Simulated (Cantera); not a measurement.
Cantera run:

```python
import numpy as np
import cantera as ct

gas_names = """
    AL ALF ALF2 ALF3 ALH ALN AL2 AL2F6 F F2 H HF H2 H2F2 H3F3 H4F4 H5F5 H6F6 H7F7 N NF NF2 NF3 NH NH2
    NH3 N2 N2H2 N2H4
""".split()
cond_names = """
    AL(cr) AL(L) ALF3(a) ALF3(b) ALF3(L) ALN(s)
""".split()


# ... load() reads the species with a 1 bar reference pressure and builds the phases ...
atoms = {
    'Al': {'AL': 1},
    'F2': {'F': 2},
    'N2': {'N': 2},
    'HF': {'H': 1, 'F': 1},
}
top_T = {'ALN(s)': 2750}  # K; cautious upper limits of use, not melting points


# ... equilibrate(T, P, feed) seeds the gas with the atoms and calls Mixture.equilibrate('TP', solver="vcs", rtol=1e-11, max_steps=5000) ...
results = []
T = 1498  # K
P = 870  # Pa
for m in [0.87, 0.99, 1.1, 1.3, 1.5, 1.7, 2, 2.3, 2.6, 3, 3.4, 3.9, 4.5]:
    feed = {'Al': 1, 'F2': m, 'N2': 37, 'HF': 9}  # mol
    mix = equilibrate(T, P, feed)
    results.append((T, P, feed, dict(zip(mix.species_names, mix.species_moles))))
    x = sorted(zip(gas.X, gas.species_names), reverse=True)
    print(f"T = {T:g} K  P = {P:g} Pa  n(F2) = {m:g} mol  gas = {mix.phase_moles(0):.4g} mol")
    print("   x: " + "  ".join(f"{s} {v:.3e}" for v, s in x if v > 1e-05))
    print("   condensed (mol): " + ("  ".join(f"{mix.phase(i).name} {mix.phase_moles(i):.4g}"
          for i in range(1, mix.n_phases) if mix.phase_moles(i) > 1e-12) or "none"))
```

It prints:

```
T = 1498 K  P = 870 Pa  n(F2) = 0.87 mol  gas = 46.37 mol
   x: N2 7.979e-01  HF 1.669e-01  ALF3 2.153e-02  H2 1.356e-02  ALF2 3.359e-05  H 2.145e-05
   condensed (mol): none
T = 1498 K  P = 870 Pa  n(F2) = 0.99 mol  gas = 46.49 mol
   x: N2 7.959e-01  HF 1.717e-01  ALF3 2.148e-02  H2 1.094e-02  ALF2 2.928e-05  H 1.927e-05
   condensed (mol): none
T = 1498 K  P = 870 Pa  n(F2) = 1.1 mol  gas = 46.6 mol
   x: N2 7.940e-01  HF 1.760e-01  ALF3 2.143e-02  H2 8.562e-03  ALF2 2.520e-05  H 1.705e-05
   condensed (mol): none
T = 1498 K  P = 870 Pa  n(F2) = 1.3 mol  gas = 46.8 mol
   x: N2 7.906e-01  HF 1.838e-01  ALF3 2.135e-02  H2 4.259e-03  ALF2 1.696e-05  H 1.202e-05
   condensed (mol): none
T = 1498 K  P = 870 Pa  n(F2) = 1.5 mol  gas = 47 mol
   x: N2 7.872e-01  HF 1.915e-01  ALF3 2.127e-02
   condensed (mol): none
T = 1498 K  P = 870 Pa  n(F2) = 1.7 mol  gas = 47.4 mol
   x: N2 7.806e-01  HF 1.899e-01  ALF3 2.110e-02  F 8.439e-03
   condensed (mol): none
T = 1498 K  P = 870 Pa  n(F2) = 2 mol  gas = 48 mol
   x: N2 7.708e-01  HF 1.875e-01  F 2.083e-02  ALF3 2.083e-02
   condensed (mol): none
T = 1498 K  P = 870 Pa  n(F2) = 2.3 mol  gas = 48.6 mol
   x: N2 7.613e-01  HF 1.852e-01  F 3.292e-02  ALF3 2.057e-02
   condensed (mol): none
T = 1498 K  P = 870 Pa  n(F2) = 2.6 mol  gas = 49.2 mol
   x: N2 7.520e-01  HF 1.829e-01  F 4.471e-02  ALF3 2.032e-02
   condensed (mol): none
T = 1498 K  P = 870 Pa  n(F2) = 3 mol  gas = 50 mol
   x: N2 7.400e-01  HF 1.800e-01  F 5.999e-02  ALF3 2.000e-02
   condensed (mol): none
T = 1498 K  P = 870 Pa  n(F2) = 3.4 mol  gas = 50.8 mol
   x: N2 7.284e-01  HF 1.772e-01  F 7.479e-02  ALF3 1.968e-02
   condensed (mol): none
T = 1498 K  P = 870 Pa  n(F2) = 3.9 mol  gas = 51.8 mol
   x: N2 7.143e-01  HF 1.737e-01  F 9.264e-02  ALF3 1.930e-02  F2 1.023e-05
   condensed (mol): none
T = 1498 K  P = 870 Pa  n(F2) = 4.5 mol  gas = 53 mol
   x: N2 6.981e-01  HF 1.698e-01  F 1.132e-01  ALF3 1.887e-02  F2 1.526e-05
   condensed (mol): none
```

Method: chemical equilibrium by Gibbs-energy minimisation in Cantera with the NASA 1993 tables (ideal gas, pure condensed phases). The tables' values for AlF2 are old estimates; treat these amounts as uncertain.
